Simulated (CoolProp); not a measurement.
Values from CoolProp's reference Helmholtz-energy equation of state, Rui 2013.

Question: Give the vapour pressure (MPa), liquid density (kg/m³), enthalpy of vaporisation (kJ/kg), vapour Z of saturated R236EA at 295.9, 323.1 K.

Answer: 
```tsv
T (K)	p (MPa)	liquid density (kg/m³)	enthalpy of vaporisation (kJ/kg)	vapour Z
295.9	0.190	1430	157	0.931
323.1	0.455	1340	141	0.875
```
